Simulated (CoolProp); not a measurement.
Vapour-liquid equilibrium of R134a (1) + R123 (2) at 0.802 MPa; x and y are mole fractions of (1).

Model: multi-fluid Helmholtz-energy mixture model, Tillner-Roth 1994 and Younglove 1994; pair parameters Bell 2016, in CoolProp.

```tsv
x	bubble temperature, mixture model (K)	bubble temperature, Raoult's law (K)	y, mixture model	y, Raoult's law
0.05	365.9	365.8	0.182	0.213
0.125	355.2	355.6	0.390	0.432
0.2	346.2	347.4	0.539	0.579
0.275	338.8	340.5	0.646	0.683
0.35	332.7	334.6	0.723	0.759
0.425	327.6	329.5	0.781	0.816
0.5	323.3	325.0	0.825	0.860
0.575	319.6	321.0	0.861	0.895
0.65	316.4	317.4	0.891	0.923
0.725	313.6	314.2	0.917	0.945
0.8	310.9	311.3	0.941	0.964
0.875	308.5	308.6	0.963	0.979
0.95	306.1	306.1	0.985	0.992
```

The largest gap from Raoult's law is -1.9 K in bubble temperature, at x = 0.425. No azeotrope shows between x = 0.05 and 0.95.

The pair parameters rest on a limited set of measurements; away from them the model extrapolates.
